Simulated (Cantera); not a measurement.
Input: 1 mol SiHCl3, 5 mol HCl, 100 mol H2, at 1348.15 K and 22000 Pa.

Equilibrium computed with Cantera from the NASA thermochemical tables; the gas is ideal and each condensed phase is pure. Candidate condensed phases: Si; 19 gas species. The tables' values for SiCl3 are old estimates; treat these amounts as uncertain. Equilibrium is a limit: real reactors are often held back by kinetics, nucleation or transport.

What is the equilibrium state?


```
Item                                 Result
--------------------------------  ---------
x(H2)                                 0.939
x(HCl)                               0.0520
x(SiCl2)                            0.00597
x(SiCl3)                            0.00112
x(SiHCl3)                           0.00107
x(SiCl4)                            0.00105
x(SiH2Cl2)                         0.000160
x(SiH3Cl)                           6.81e-6
x(H)                                4.79e-6
gas amount                        106.7 mol
log10 activity of Si(s) (absent)      -0.13
```
